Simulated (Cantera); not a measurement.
An isothermal, constant-pressure homogeneous reactor starts with 38.9 % H2, 35.3 % O2, 25.8 % N2, equivalence ratio 0.55, at 1423 K and 585 Torr.

Computed with Cantera and the H2/O2 subset of GRI-Mech 3.0, which has no nitrogen chemistry. The temperature is held fixed by assumption; the heat of reaction is taken as removed at once.

One state of this run: x H2 = 7.92e-7; x O2 = 0.197; x H2O = 0.482; x H = 6.74e-9; x O = 6.82e-7; x OH = 8.91e-5; x H2O2 = 2.46e-8. x: mole fraction; the columns are a selection and need not sum to one.

**Question.** Which value of t (s) does it belong to?
A) 0.00632
B) 0.00252
C) 0.000159
D) 0.0399

**Answer.** D, 0.0399
